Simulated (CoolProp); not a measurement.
Vapour-liquid equilibrium of cyclohexane (1) + ethylbenzene (2) at 0.283 MPa; x and y are mole fractions of (1).

Computed with CoolProp (multi-fluid Helmholtz-energy mixture model, Zhou 2014 and Zhou 2012; pair parameters Bell 2016).

Problem. Give the bubble temperature and the first vapour's composition at x = 0.35, 0.5, 0.575. Is there an azeotrope?

Solution. x = 0.35: 146.7 °C, y = 0.670; x = 0.5: 138.0 °C, y = 0.789; x = 0.575: 134.4 °C, y = 0.832. No azeotrope shows between x = 0.05 and 0.95.

The pair parameters rest on a limited set of measurements; away from them the model extrapolates.
